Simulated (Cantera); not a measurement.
## HgO + H2 (iron carbonyl, mercury and lead vapours)

Input: 1 mol HgO, a varied amount of H2, at 1125 K and 1.40 mbar.

Cantera equilibrium calculation (NASA polynomials, part measured and part estimated; ideal gas, pure solids and liquids). Candidate condensed phases: H2O, Hg, HgO; 10 gas species. Rates play no part.

From 0.28 mol H2 to 3.3 mol H2 nothing is condensed. The main Hg-bearing gas is Hg throughout.

```tsv
n(H2) (mol)	log p Hg	log p H2	log p H2O	log p O2	log p OH	log p H
0.28	-3.07	-10.48	-3.62	-3.51	-8.02	-12.59
0.36	-3.08	-10.35	-3.52	-3.57	-7.98	-12.53
0.46	-3.09	-10.22	-3.43	-3.66	-7.96	-12.46
0.59	-3.11	-10.06	-3.34	-3.80	-7.94	-12.38
0.75	-3.13	-9.85	-3.25	-4.03	-7.96	-12.28
0.96	-3.15	-9.36	-3.17	-4.85	-8.12	-12.03
1.2	-3.20	-3.90	-3.20	<-14	-10.88	-9.30
1.6	-3.27	-3.49	-3.27	<-14	-11.16	-9.10
2	-3.33	-3.33	-3.33	<-14	-11.30	-9.02
2.6	-3.41	-3.21	-3.41	<-14	-11.44	-8.96
3.3	-3.49	-3.13	-3.49	<-14	-11.56	-8.92
```
log p: log10 of the partial pressure in bar; nothing condenses.
